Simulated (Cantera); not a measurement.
An isothermal, constant-pressure homogeneous reactor starts with CH4 : H2 : CO2 = 0.021 : 1 : 0.0052 (molar parts), at 1800 K and 0.0118 atm.

Cantera simulation using GRI-Mech 3.0 (53 species, 325 reactions); the numbers are that mechanism's predictions, not measurements. GRI-Mech 3.0 stops at C3 and has no aromatics, soot or wall deposition, so with more carbon than oxygen in the feed, carbon stays in small species such as C2H2 where larger ones or solid carbon would form. Radical loss at walls, strong at low pressure, is not modelled.

One state of this run: x CH4 = 0.00218; x H2 = 0.976; x CO2 = 6.56e-6; x C2H = 2.32e-7; x CH2O = 4.84e-9; x O2 = 4.19e-12. x: mole fraction; the columns are a selection and need not sum to one.

Q: Which value of t (s) does it belong to?
A. 1.59
B. 0.0847
C. 0.00169
D. 4.24

A: A, 1.59
